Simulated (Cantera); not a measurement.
Cantera run:

```python
import numpy as np
import cantera as ct

gas_names = """
    C CH CH2 CH3 CH2OH CH3O CH4 CH3OH CO CO2 COOH C2 C2H CHCO,ketyl C2H2,acetylene C2H2,vinylidene
    CH2CO,ketene C2H3,vinyl CH3CO,acetyl C2H4 C2H4O,ethylen CH3CHO,ethanal CH3COOH (HCOOH)2 C2H5 C2H6
    CH3OCH3 C2H5OH C2O C3 C3H3,propargyl C3H4,allene C3H4,propyne C3H4,cyclo- C3H5,allyl C3H6,propylene
    C3H6,cyclo- C3H6O C3H7,n-propyl C3H7,i-propyl C3H8 C3H8O,1propanol C3H8O,2propanol C3O2 C4 C4H2
    C4H4,1,3-cyclo- C4H6,butadiene C4H6,2-butyne C4H6,cyclo- C4H8,1-butene C4H8,cis2-buten
    C4H8,tr2-butene C4H8,isobutene C4H8,cyclo- (CH3COOH)2 C4H9,n-butyl C4H9,i-butyl C4H9,s-butyl
    C4H9,t-butyl C4H10,isobutane C4H10,n-butane C5 C5H6,1,3cyclo- C5H8,cyclo- C5H10,1-pentene
    C5H10,cyclo- C5H11,pentyl C5H11,t-pentyl C5H12,n-pentane C5H12,i-pentane CH3C(CH3)2CH3 C6H2
    C6H5,phenyl C6H5O,phenoxy C6H6 C6H5OH,phenol C6H10,cyclo- C6H12,1-hexene C6H12,cyclo- C6H13,n-hexyl
    C7H7,benzyl C7H8 C7H8O,cresol C7H14,1-heptene C7H15,n-heptyl C7H16,n-heptane C8H8,styrene
    C8H10,ethylbenz C8H16,1-octene C8H17,n-octyl C8H18,isooctane C8H18,n-octane C9H19,n-nonyl
    C10H8,naphthale C10H21,n-decyl C12H9,o-bipheny C12H10,bipheny H HCO HO2 H2 HCHO,formaldehy HCOOH H2O
    H2O2 O OH O2 O3 Ti TiO TiO2
""".split()
cond_names = """
    C(gr) C6H6(L) C7H8(L) C8H18(L),n-octa H2O(s) H2O(L) Ti(a) Ti(b) Ti(L) TiC(s) TiC(L) TiO(a) TiO(b)
    TiO(L) TiO2(ru) TiO2(L) Ti2O3(a) Ti2O3(b) Ti2O3(L) Ti3O5(a) Ti3O5(b) Ti3O5(L) Ti4O7(s) Ti4O7(L)
""".split()


def load(file, names, dense=False):
    # The tables refer to 1 bar. Condensed volumes are neglected.
    table = {s.name: s for s in ct.Species.list_from_file(file)}
    out = []
    for n in names:
        d = dict(table[n].input_data)
        d["thermo"] = dict(d["thermo"], **{"reference-pressure": 1e5})
        if dense:
            d["equation-of-state"] = {"model": "constant-volume", "density": "1e6 g/cm^3"}
        out.append(ct.Species.from_dict(d))
    return out


gas = ct.Solution(thermo="ideal-gas", species=load("nasa_gas.yaml", gas_names))
cond = {s.name: ct.Solution(thermo="fixed-stoichiometry", species=[s], name=s.name)
        for s in load("nasa_condensed.yaml", cond_names, dense=True)}
atoms = {
    'Ti': {'Ti': 1},
    'CO2': {'C': 1, 'O': 2},
    'H2': {'H': 2},
}
top_T = {'C(gr)': 4500}  # K; cautious upper limits of use, not melting points


def equilibrate(T, P, feed):
    n = {}
    for name, mol in feed.items():
        for a, k in atoms[name].items():
            n[a] = n.get(a, 0.0) + k * mol
    gas.TPX = T, P, n
    mass = sum(n.values()) * gas.mean_molecular_weight
    gas.equilibrate("TP")
    valid = [c for c in cond.values() if c.min_temp <= T <= top_T.get(c.name, c.max_temp)]
    mix = ct.Mixture([(gas, mass / gas.mean_molecular_weight)] + [(c, 0.0) for c in valid])
    mix.T, mix.P = T, P
    mix.equilibrate("TP", solver="vcs", rtol=1e-11, max_steps=5000)
    return mix


results = []
P = 390  # Pa
for T in [1273, 1323, 1373, 1423, 1473, 1523, 1573, 1623, 1673, 1723, 1773, 1823]:
    for m in [1.5, 1.7, 2, 2.3, 2.6, 3, 3.5, 4, 4.6, 5.3, 6.1]:
        feed = {'Ti': 1, 'CO2': 0.55, 'H2': m}  # mol
        mix = equilibrate(T, P, feed)
        results.append((T, P, feed, dict(zip(mix.species_names, mix.species_moles))))

for T, P, feed, n in results:
    print(f"{T:7g} {feed['H2']:10.4g}  " + (" + ".join(c for c in cond_names if n.get(c, 0) > 1e-12) or "gas only"))
```

It prints:

```
   1273        1.5  TiC(s) + Ti2O3(b)
   1273        1.7  TiC(s) + Ti2O3(b)
   1273          2  TiC(s) + Ti2O3(b)
   1273        2.3  TiC(s) + Ti2O3(b)
   1273        2.6  TiC(s) + Ti2O3(b)
   1273          3  TiC(s) + Ti2O3(b)
   1273        3.5  TiC(s) + Ti2O3(b)
   1273          4  TiC(s) + Ti2O3(b)
   1273        4.6  TiC(s) + Ti2O3(b)
   1273        5.3  TiC(s) + Ti2O3(b)
   1273        6.1  TiC(s) + Ti2O3(b)
   1323        1.5  TiC(s) + Ti2O3(b)
   1323        1.7  TiC(s) + Ti2O3(b)
   1323          2  TiC(s) + Ti2O3(b)
   1323        2.3  TiC(s) + Ti2O3(b)
   1323        2.6  TiC(s) + Ti2O3(b)
   1323          3  TiC(s) + Ti2O3(b)
   1323        3.5  TiC(s) + Ti2O3(b)
   1323          4  TiC(s) + Ti2O3(b)
   1323        4.6  TiC(s) + Ti2O3(b)
   1323        5.3  TiC(s) + Ti2O3(b)
   1323        6.1  TiC(s) + Ti2O3(b)
   1373        1.5  TiC(s) + Ti2O3(b)
   1373        1.7  TiC(s) + Ti2O3(b)
   1373          2  TiC(s) + Ti2O3(b)
   1373        2.3  TiC(s) + Ti2O3(b)
   1373        2.6  TiC(s) + Ti2O3(b)
   1373          3  TiC(s) + Ti2O3(b)
   1373        3.5  TiC(s) + Ti2O3(b)
   1373          4  TiC(s) + Ti2O3(b)
   1373        4.6  TiC(s) + Ti2O3(b)
   1373        5.3  TiC(s) + Ti2O3(b)
   1373        6.1  TiC(s) + Ti2O3(b)
   1423        1.5  TiC(s) + Ti2O3(b)
   1423        1.7  TiC(s) + Ti2O3(b)
   1423          2  TiC(s) + Ti2O3(b)
   1423        2.3  TiC(s) + Ti2O3(b)
   1423        2.6  TiC(s) + Ti2O3(b)
   1423          3  TiC(s) + Ti2O3(b)
   1423        3.5  TiC(s) + Ti2O3(b)
   1423          4  TiC(s) + Ti2O3(b)
   1423        4.6  TiC(s) + Ti2O3(b)
   1423        5.3  TiC(s) + Ti2O3(b)
   1423        6.1  TiC(s) + Ti2O3(b)
   1473        1.5  TiC(s) + Ti2O3(b)
   1473        1.7  TiC(s) + Ti2O3(b)
   1473          2  TiC(s) + Ti2O3(b)
   1473        2.3  TiC(s) + Ti2O3(b)
   1473        2.6  TiC(s) + Ti2O3(b)
   1473          3  TiC(s) + Ti2O3(b)
   1473        3.5  TiC(s) + Ti2O3(b)
   1473          4  TiC(s) + Ti2O3(b)
   1473        4.6  TiC(s) + Ti2O3(b)
   1473        5.3  TiC(s) + Ti2O3(b)
   1473        6.1  TiC(s) + Ti2O3(b)
   1523        1.5  TiC(s) + Ti2O3(b)
   1523        1.7  TiC(s) + Ti2O3(b)
   1523          2  TiC(s) + Ti2O3(b)
   1523        2.3  TiC(s) + Ti2O3(b)
   1523        2.6  TiC(s) + Ti2O3(b)
   1523          3  TiC(s) + Ti2O3(b)
   1523        3.5  TiC(s) + Ti2O3(b)
   1523          4  TiC(s) + Ti2O3(b)
   1523        4.6  TiC(s) + Ti2O3(b)
   1523        5.3  TiC(s) + Ti2O3(b)
   1523        6.1  TiC(s) + Ti2O3(b)
   1573        1.5  TiC(s) + Ti2O3(b)
   1573        1.7  TiC(s) + Ti2O3(b)
   1573          2  TiC(s) + Ti2O3(b)
   1573        2.3  TiC(s) + Ti2O3(b)
   1573        2.6  TiC(s) + Ti2O3(b)
   1573          3  TiC(s) + Ti2O3(b)
   1573        3.5  TiC(s) + Ti2O3(b)
   1573          4  TiC(s) + Ti2O3(b)
   1573        4.6  TiC(s) + Ti2O3(b)
   1573        5.3  TiC(s) + Ti2O3(b)
   1573        6.1  TiC(s) + Ti2O3(b)
   1623        1.5  TiC(s) + Ti2O3(b)
   1623        1.7  TiC(s) + Ti2O3(b)
   1623          2  TiC(s) + Ti2O3(b)
   1623        2.3  TiC(s) + Ti2O3(b)
   1623        2.6  TiC(s) + Ti2O3(b)
   1623          3  TiC(s) + Ti2O3(b)
   1623        3.5  TiC(s) + Ti2O3(b)
   1623          4  TiC(s) + Ti2O3(b)
   1623        4.6  TiC(s) + Ti2O3(b)
   1623        5.3  TiC(s) + TiO(b) + Ti2O3(b)
   1623        6.1  TiC(s) + TiO(b) + Ti2O3(b)
   1673        1.5  TiC(s) + Ti2O3(b)
   1673        1.7  TiC(s) + Ti2O3(b)
   1673          2  TiC(s) + TiO(b) + Ti2O3(b)
   1673        2.3  TiC(s) + TiO(b) + Ti2O3(b)
   1673        2.6  TiC(s) + TiO(b) + Ti2O3(b)
   1673          3  TiC(s) + TiO(b) + Ti2O3(b)
   1673        3.5  TiC(s) + TiO(b) + Ti2O3(b)
   1673          4  TiC(s) + TiO(b)
   1673        4.6  TiC(s) + TiO(b)
   1673        5.3  TiC(s) + TiO(b)
   1673        6.1  TiC(s) + TiO(b)
   1723        1.5  TiC(s) + TiO(b)
   1723        1.7  TiC(s) + TiO(b)
   1723          2  TiC(s) + TiO(b)
   1723        2.3  TiC(s) + TiO(b)
   1723        2.6  TiC(s) + TiO(b)
   1723          3  TiC(s) + TiO(b)
   1723        3.5  TiC(s) + TiO(b)
   1723          4  TiC(s) + TiO(b)
   1723        4.6  TiC(s) + TiO(b)
   1723        5.3  TiC(s) + TiO(b)
   1723        6.1  TiC(s) + TiO(b)
   1773        1.5  TiC(s) + TiO(b)
   1773        1.7  TiC(s) + TiO(b)
   1773          2  TiC(s) + TiO(b)
   1773        2.3  TiC(s) + TiO(b)
   1773        2.6  TiC(s) + TiO(b)
   1773          3  TiC(s) + TiO(b)
   1773        3.5  TiC(s) + TiO(b)
   1773          4  TiC(s) + TiO(b)
   1773        4.6  TiC(s) + TiO(b)
   1773        5.3  TiC(s) + TiO(b)
   1773        6.1  TiC(s) + TiO(b)
   1823        1.5  TiC(s) + TiO(b)
   1823        1.7  TiC(s) + TiO(b)
   1823          2  TiC(s) + TiO(b)
   1823        2.3  TiC(s) + TiO(b)
   1823        2.6  TiC(s) + TiO(b)
   1823          3  TiC(s) + TiO(b)
   1823        3.5  TiC(s) + TiO(b)
   1823          4  TiC(s) + TiO(b)
   1823        4.6  TiC(s) + TiO(b)
   1823        5.3  TiC(s) + TiO(b)
   1823        6.1  TiC(s) + TiO(b)
```

These are equilibrium values from Cantera (NASA tables, ideal gas, pure condensed phases), not measurements of a reactor. Mutual solubility and eutectic melting of coexisting phases are not modelled. TiC, TiO: taken at fixed stoichiometry. Condensed phases not in the tables: solid solutions among these carbides, nitrides and lower oxides.
